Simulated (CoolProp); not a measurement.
Tetradecamethylhexasiloxane (MD4M) along the isotherm 619.8 K: Z from the reference equation and from simpler models built on Tc = 653.2 K, pc = 8.286 bar, ω = 0.800; each cubic takes its own stable root.

Model: reference Helmholtz-energy equation of state, Thol 2019, in CoolProp.

```
p (bar)   phase  reference
-------  ------  ---------
0.262       gas     0.9844
0.423       gas     0.9746
0.684       gas     0.9585
1.1         gas     0.9320
1.79        gas     0.8857
2.88        gas     0.8050
4.66        gas     0.6373
7.53     liquid     0.1342
12.2     liquid     0.2097
19.6     liquid     0.3243
31.7     liquid     0.5034
51.3     liquid     0.7801
82.9     liquid      1.205
```

Q: How far does each simpler model (Redlich-Kwong, Peng-Robinson) lie from the reference over these 13 states: mean and median of the absolute difference, and the worst?

A: 
- Redlich-Kwong: mean 9.6 %, median 6.1 %, worst +32.3 % at 619.8 K and 7.53 bar
- Peng-Robinson: mean 2.2 %, median 1.7 %, worst -6.1 % at 619.8 K and 82.9 bar
